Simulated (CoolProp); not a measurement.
Properties of R1224YDZ along the isobar 101 kPa (Tc = 155.5 °C, pc = 3334 kPa, ω = 0.325).

Model: reference Helmholtz-energy equation of state, Akasaka 2023, in CoolProp.

```
T (°C)   phase         Z  speed of sound (m/s)  fugacity coefficient
------  ------  --------  --------------------  --------------------
-93.65  liquid         ?                     ?             0.0005522
-77.95  liquid  0.005715                  1039              0.003105
-62.25  liquid         ?                 969.5               0.01284
-46.45  liquid  0.005161                 901.3               0.04212
-30.75  liquid  0.004949                 835.7                0.1137
-15.05  liquid  0.004771                 772.1                0.2641
0.65    liquid         ?                 710.2                0.5432
16.35      gas         ?                 127.4                     ?
32.05      gas    0.9623                     ?                0.9637
47.75      gas    0.9695                 135.5                0.9704
63.45      gas    0.9747                 139.2                0.9754
79.15      gas    0.9788                     ?                0.9792
```

Question: Complete the blanks.

Answer: 
- -93.65, Z: 0.006075
- -93.65, speed of sound (m/s): 1111
- -62.25, Z: 0.005415
- 0.65, Z: 0.004624
- 16.35, Z: 0.9522
- 16.35, fugacity coefficient: 0.9545
- 32.05, speed of sound (m/s): 131.6
- 79.15, speed of sound (m/s): 142.7
